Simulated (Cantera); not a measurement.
# Ammonia decomposition in nitride growth gas

An isothermal, constant-pressure homogeneous reactor starts with 68.6 % NH3, 30.2 % N2, 1.17 % H2, at 2400 K and 10.00 Torr.

Computed with Cantera and the gas-phase N/H chemistry of the illustrative SiF4/NH3 mechanism in the Surface Chemkin manual (1991). Walls and surfaces, which speed up NH3 decomposition in real reactors, are not modelled.

| t (s) | x NH3 | x NH2 | x N | x N2H4 | x NH |
|---|---|---|---|---|---|
| 0.000400 | 0.682 | 0.00275 | 1.97e-7 | 3.19e-9 | 2.38e-5 |
| 0.00124 | 0.672 | 0.00635 | 1.42e-6 | 1.71e-8 | 9.30e-5 |
| 0.00383 | 0.632 | 0.00659 | 4.40e-6 | 1.84e-8 | 0.000136 |
| 0.0119 | 0.524 | 0.00511 | 9.75e-6 | 1.10e-8 | 0.000159 |
| 0.0367 | 0.311 | 0.00324 | 1.50e-5 | 4.45e-9 | 0.000156 |
| 0.114 | 0.0837 | 0.00125 | 1.67e-5 | 6.61e-10 | 0.000104 |
| 0.352 | 0.00183 | 9.28e-5 | 1.61e-5 | 3.63e-12 | 2.80e-5 |
| 1.09 | 8.63e-7 | 2.60e-7 | 1.61e-6 | <1e-12 | 4.70e-7 |
| 3.37 | 4.20e-8 | 2.47e-8 | 5.85e-7 | <1e-12 | 8.73e-8 |
| 10.4 | 3.66e-8 | 2.25e-8 | 5.79e-7 | <1e-12 | 8.28e-8 |
| 32.3 | 3.66e-8 | 2.25e-8 | 5.79e-7 | <1e-12 | 8.28e-8 |
| 100 | 3.66e-8 | 2.25e-8 | 5.79e-7 | <1e-12 | 8.28e-8 |
x: mole fraction; the columns are a selection and need not sum to one.

Equilibrium at this temperature and pressure: NH3 3.66e-8, NH2 2.25e-8, N 5.79e-7, N2H4 <1e-12, NH 8.28e-8 (gas phase only).
